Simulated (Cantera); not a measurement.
A closed system holds: 1 mol B2O3, 5.4 mol Cl2, 6.8 mol H2, at 190 Pa.

Cantera equilibrium calculation (NASA polynomials, part measured and part estimated; ideal gas, pure solids and liquids). Candidate condensed phases: B, B2O3, B3O3H3, H2O; 33 gas species. Gases not in the tables: BHCl2. Equilibrium is a limit: real reactors are often held back by kinetics, nucleation or transport.

**Question.** What share of the B ends up in condensed phases as a function of T (°C), at 852, 877, 902, 927, 952, 977, 1002, 1027, 1052, 1077, 1102?

**Answer.** 
```csv
T (°C),B condensed (%),as
852,99.8,B2O3(l)
877,99.8,B2O3(l)
902,99.7,B2O3(l)
927,99.6,B2O3(l)
952,99.4,B2O3(l)
977,99.2,B2O3(l)
1002,98.8,B2O3(l)
1027,98.3,B2O3(l)
1052,97.6,B2O3(l)
1077,96.6,B2O3(l)
1102,95.1,B2O3(l)
```
